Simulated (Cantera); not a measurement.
Feed: 1 mol FeS, 1.2 mol SO2, 42 mol N2, equilibrated at 1625 °C and 38.0 mbar.

These are equilibrium values from Cantera (NASA tables, ideal gas, pure condensed phases), not measurements of a reactor. Candidate condensed phases: Fe, FeO, FeS, FeSO4, FeS2, Fe2O3, Fe2(SO4)3, Fe3O4, S; 19 gas species. The tables' stoichiometric FeO is somewhat more stable than real wüstite, so its field is too wide. FeO: taken at fixed stoichiometry. The numbers say what is thermodynamically allowed, not how fast it happens.

Base state: N2 0.963, S2 0.0148, SO2 0.0136, SO 0.00608, Fe 0.00135, S 0.000982, S2O 0.000102, FeO 2.04e-5 (mole fractions); condensed: FeO(l).

Task: What changes in the equilibrium state with this change: pressure from 38.0 mbar to 25.0 mbar?

Result: 
```tsv
species	before	after
N2	0.963	0.962
S2	0.0148	0.0143
SO2	0.0136	0.0137
Fe	0.00135	0.00225
SO	0.00608	0.00672
FeO	2.04e-5	3.10e-5
S	0.000982	0.00119
S2O	0.000102	8.98e-5
FeO(l), mol	0.940	0.901
```
